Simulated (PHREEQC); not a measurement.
## Copper plating or etch bath (model solution)

Solution (25 °C): 0.16 mol/kgw CuSO4, 3.3e-05 mol/kgw HCl and 0.00022 mol/kgw Na2SO4. Closed to the air; pH follows from the charge balance.

Model: ion-association model, wateq4f.dat, run in PHREEQC.

No solid was allowed to form.

Task: Estimate the pH, ionic strength.

Result: pH 4.43; ionic strength 0.312 mol/kgw.

Task: In which forms is Cl present?

Result: Cl- 94 %, CuCl+ 5.6 % of the Cl.

Saturation is exceeded, for instance for Antlerite, Brochantite; the values hold only as long as no solid forms. Complexes and solids missing from the database can't appear.
